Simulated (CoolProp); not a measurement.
Computed with CoolProp (reference Helmholtz-energy equation of state, Lemmon 2006). It is a short technical equation, of lower accuracy than the large ones.

### Question
For C3F8 (R218), give the phase and the Z, cp (kJ/(kg K)), isothermal compressibility (1/MPa), conductivity (mW/(m K)) at 166.85 °C and 513 kPa; 166.85 °C and 7020 kPa.

### Answer
- 166.85 °C and 513 kPa: gas; Z 0.974, cp 0.982, isothermal compressibility 2.00, conductivity 25.1
- 166.85 °C and 7020 kPa: supercritical; Z 0.691, cp 1.24, isothermal compressibility 0.160, conductivity 33.5

Thermal conductivity comes from a separate model (Huber 2003), an estimate that may be off by 10 % or more.
